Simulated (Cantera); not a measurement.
A Cantera script and what it prints.

```python
import numpy as np
import cantera as ct

gas_names = """
    CL CL2 H HCL H2 Si SiCL SiCL2 SiCL3 SiCL4 SiH SiHCL3 SiH2 SiH2CL2 SiH3 SiH3CL SiH4 Si2 Si3
""".split()
cond_names = """
    Si(cr) Si(L)
""".split()


# ... load() reads the species with a 1 bar reference pressure and builds the phases ...
atoms = {
    'Si': {'Si': 1},
    'H2': {'H': 2},
    'HCl': {'H': 1, 'CL': 1},
}
top_T = {}  # K; cautious upper limits of use, not melting points


# ... equilibrate(T, P, feed) seeds the gas with the atoms and calls Mixture.equilibrate('TP', solver="vcs", rtol=1e-11, max_steps=5000) ...
results = []
feed = {'Si': 1, 'H2': 0.76, 'HCl': 4}  # mol
P = 200000  # Pa
for T in [1023, 1048, 1073, 1098, 1123, 1148, 1173]:
    mix = equilibrate(T, P, feed)
    results.append((T, P, feed, dict(zip(mix.species_names, mix.species_moles))))
    x = sorted(zip(gas.X, gas.species_names), reverse=True)
    print(f"T = {T:g} K  P = {P:g} Pa  gas = {mix.phase_moles(0):.4g} mol")
    print("   x: " + "  ".join(f"{s} {v:.3e}" for v, s in x if v > 0.0001))
    print("   condensed (mol): " + ("  ".join(f"{mix.phase(i).name} {mix.phase_moles(i):.4g}"
          for i in range(1, mix.n_phases) if mix.phase_moles(i) > 1e-12) or "none"))
```

Result:

```
T = 1023 K  P = 200000 Pa  gas = 3.761 mol
   x: H2 6.964e-01  SiCL4 2.288e-01  HCL 3.775e-02  SiHCL3 3.571e-02  SiCL3 7.029e-04  SiH2CL2 6.173e-04
   condensed (mol): none
T = 1048 K  P = 200000 Pa  gas = 3.762 mol
   x: H2 6.929e-01  SiCL4 2.253e-01  HCL 4.134e-02  SiHCL3 3.862e-02  SiCL3 1.028e-03  SiH2CL2 7.532e-04
   condensed (mol): none
T = 1073 K  P = 200000 Pa  gas = 3.763 mol
   x: H2 6.892e-01  SiCL4 2.217e-01  HCL 4.511e-02  SiHCL3 4.150e-02  SiCL3 1.473e-03  SiH2CL2 9.066e-04  SiCL2 1.567e-04
   condensed (mol): none
T = 1098 K  P = 200000 Pa  gas = 3.765 mol
   x: H2 6.853e-01  SiCL4 2.179e-01  HCL 4.908e-02  SiHCL3 4.428e-02  SiCL3 2.070e-03  SiH2CL2 1.077e-03  SiCL2 2.763e-04
   condensed (mol): none
T = 1123 K  P = 200000 Pa  gas = 3.767 mol
   x: H2 6.813e-01  SiCL4 2.139e-01  HCL 5.327e-02  SiHCL3 4.692e-02  SiCL3 2.852e-03  SiH2CL2 1.261e-03  SiCL2 4.723e-04
   condensed (mol): none
T = 1148 K  P = 200000 Pa  gas = 3.77 mol
   x: H2 6.770e-01  SiCL4 2.098e-01  HCL 5.772e-02  SiHCL3 4.936e-02  SiCL3 3.857e-03  SiH2CL2 1.455e-03  SiCL2 7.828e-04
   condensed (mol): none
T = 1173 K  P = 200000 Pa  gas = 3.774 mol
   x: H2 6.726e-01  SiCL4 2.054e-01  HCL 6.250e-02  SiHCL3 5.151e-02  SiCL3 5.120e-03  SiH2CL2 1.654e-03  SiCL2 1.258e-03
   condensed (mol): none
```

Equilibrium computed with Cantera from the NASA thermochemical tables; the gas is ideal and each condensed phase is pure. The tables' values for SiCl3 are old estimates; treat these amounts as uncertain.
